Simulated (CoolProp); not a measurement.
Vapour pressure (kPa) of n-perfluorohexane: the reference equation beside estimates from Tc = 174.9 °C, pc = 1742 kPa, ω = 0.497. Clausius-Clapeyron is anchored at 103.35 °C with a constant enthalpy of vaporisation of 23.49 kJ/mol.

Values from CoolProp's reference Helmholtz-energy equation of state, Gao 2022.

| T (°C) | reference | Clausius-Clapeyron | van der Waals | Soave-Redlich-Kwong | Peng-Robinson |
|---|---|---|---|---|---|
| 73.85 | 172.7 | 204.1 | 574.0 | 174.2 | 173.1 |
| 78.75 | 199.6 | 228.6 | 613.1 | 201.7 | 200.2 |
| 83.75 | 230.2 | 255.8 | 654.8 | 233.0 | 231.0 |
| 88.65 | 263.6 | 284.7 | 697.4 | 267.2 | 264.7 |
| 93.55 | 300.6 | 316.0 | 741.6 | 305.2 | 302.0 |
| 98.45 | 341.4 | 349.8 | 787.6 | 347.1 | 343.4 |
| 103.35 | 386.2 | 386.2 | 835.3 | 393.4 | 388.9 |
| 108.25 | 435.4 | 425.3 | 884.8 | 444.1 | 438.9 |
| 113.15 | 489.3 | 467.2 | 936.0 | 499.7 | 493.8 |
| 118.05 | 548.0 | 512.0 | 989.1 | 560.4 | 553.8 |
| 122.95 | 612.0 | 559.8 | 1044 | 626.5 | 619.3 |
| 127.85 | 681.6 | 610.8 | 1101 | 698.4 | 690.5 |
| 132.75 | 757.2 | 665.0 | 1159 | 776.2 | 767.8 |
| 137.65 | 839.2 | 722.6 | 1220 | 860.4 | 851.7 |

Absolute difference from the reference over all 14 rows, mean and median: Clausius-Clapeyron 8.4 and 8.3 %, van der Waals 120.6 and 109.8 %, Soave-Redlich-Kwong 1.8 and 1.9 %, Peng-Robinson 0.8 and 0.8 %.
